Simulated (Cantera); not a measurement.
A freely propagating, adiabatic, planar premixed flame of 16.4 % CH3OH, 17.5 % O2, 66.1 % N2, equivalence ratio 1.4, unburnt at 673 K and 5.00 bar; mixture-averaged transport, grid criteria slope 0.08 and curve 0.16, no radiation.

Computed with Cantera and GRI-Mech 3.0 (53 species, 325 reactions). GRI-Mech 3.0 was tuned for natural gas; its chemistry of methanol as a main component is partial and can be far from experiment. Burning velocities carry a grid error of a few per cent, more on coarse grids.

Predict: laminar burning velocity; thermal thickness; peak x(CH2CO); peak x(CH3); peak x(O).


| Item | Result |
|---|---|
| laminar burning velocity | 142 cm/s |
| thermal thickness | 0.0539 mm |
| peak x(CH2CO) | 1.78e-5 |
| peak x(CH3) | 0.000299 |
| peak x(O) | 0.00143 |
